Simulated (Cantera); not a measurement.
A closed system holds: 1 mol Si, 4 mol HBr, at 700 K and 1.20 Pa.

Equilibrium computed with Cantera from the NASA thermochemical tables; the gas is ideal and each condensed phase is pure. Candidate condensed phases: Br₂, Si; 19 gas species. The tables' values for SiBr₃ are old estimates; treat these amounts as uncertain. The numbers say what is thermodynamically allowed, not how fast it happens.

Base state: H₂ 0.656, SiBr₄ 0.327, HBr 0.0148, SiHBr₃ 0.00157, SiBr₂ 0.000118, SiBr₃ 7.60e-5 (mole fractions); condensed: Si(s).

### Question
What changes in the equilibrium state with this change: HBr from 4 to 9.3 mol?

### Answer
```tsv
species	before	after
HBr	0.0148	0.639
H₂	0.656	0.241
SiBr₄	0.327	0.120
SiBr₂	0.000118	8.58e-9
SiHBr₃	0.00157	4.93e-6
SiBr₃	7.60e-5	3.93e-7
Si(s), mol	0.00972	0
```

### Question
What changes in the equilibrium state with this change: temperature from 700 K to 1498 K?

### Answer
```json
[
 {"species": "H₂", "before": "0.656", "after": "0.325"},
 {"species": "HBr", "before": "0.0148", "after": "0.239"},
 {"species": "SiBr₂", "before": "0.000118", "after": "0.221"},
 {"species": "SiBr₄", "before": "0.327", "after": "2.62e-6"},
 {"species": "Br", "before": "8.33e-9", "after": "0.210"},
 {"species": "H", "before": "<1e-9", "after": "0.00283"},
 {"species": "SiBr", "before": "<1e-9", "after": "0.00191"},
 {"species": "Si", "before": "<1e-9", "after": "0.000433"},
 {"species": "Si(s), mol", "before": "0.00972", "after": "0"}
]
```
The tables' values for SiBr, SiBr₃ are old estimates; treat these amounts as uncertain.
